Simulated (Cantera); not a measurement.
# Moist CO burnout

A perfectly stirred reactor is fed with CO : O2 : H2O : N2 = 0.0054 : 0.018 : 0.00019 : 1 (molar parts), at 1.01 bar; it is held at 1173 K, and followed from long to short residence time.

Cantera simulation using GRI-Mech 3.0 (53 species, 325 reactions); the numbers are that mechanism's predictions, not measurements.

```json
[
 {"τ (s)": "5.5", "x CO": "0.000194", "x O2": "0.0151", "x H2O": "0.000185", "x NO": "1.60e-6", "x OH": "1.67e-6", "x H2O2": "1.08e-9"},
 {"τ (s)": "2.8", "x CO": "0.000305", "x O2": "0.0151", "x H2O": "0.000185", "x NO": "1.28e-6", "x OH": "2.03e-6", "x H2O2": "1.64e-9"},
 {"τ (s)": "1.4", "x CO": "0.000479", "x O2": "0.0152", "x H2O": "0.000184", "x NO": "9.67e-7", "x OH": "2.48e-6", "x H2O2": "2.44e-9"},
 {"τ (s)": "0.74", "x CO": "0.000717", "x O2": "0.0153", "x H2O": "0.000184", "x NO": "7.20e-7", "x OH": "2.95e-6", "x H2O2": "3.38e-9"},
 {"τ (s)": "0.38", "x CO": "0.00107", "x O2": "0.0155", "x H2O": "0.000183", "x NO": "5.06e-7", "x OH": "3.51e-6", "x H2O2": "4.52e-9"},
 {"τ (s)": "0.19", "x CO": "0.00159", "x O2": "0.0157", "x H2O": "0.000182", "x NO": "3.30e-7", "x OH": "4.12e-6", "x H2O2": "5.77e-9"},
 {"τ (s)": "0.099", "x CO": "0.00221", "x O2": "0.0160", "x H2O": "0.000181", "x NO": "2.05e-7", "x OH": "4.66e-6", "x H2O2": "6.83e-9"},
 {"τ (s)": "0.051", "x CO": "0.00295", "x O2": "0.0164", "x H2O": "0.000180", "x NO": "1.12e-7", "x OH": "5.07e-6", "x H2O2": "7.60e-9"},
 {"τ (s)": "0.026", "x CO": "0.00373", "x O2": "0.0168", "x H2O": "0.000179", "x NO": "5.14e-8", "x OH": "5.21e-6", "x H2O2": "7.90e-9"},
 {"τ (s)": "0.013", "x CO": "0.00442", "x O2": "0.0171", "x H2O": "0.000180", "x NO": "1.73e-8", "x OH": "4.80e-6", "x H2O2": "7.49e-9"},
 {"τ (s)": "0.0068", "x CO": "0.00490", "x O2": "0.0174", "x H2O": "0.000181", "x NO": "3.81e-9", "x OH": "3.61e-6", "x H2O2": "6.17e-9"}
]
```
x: mole fraction; the columns are a selection and need not sum to one.
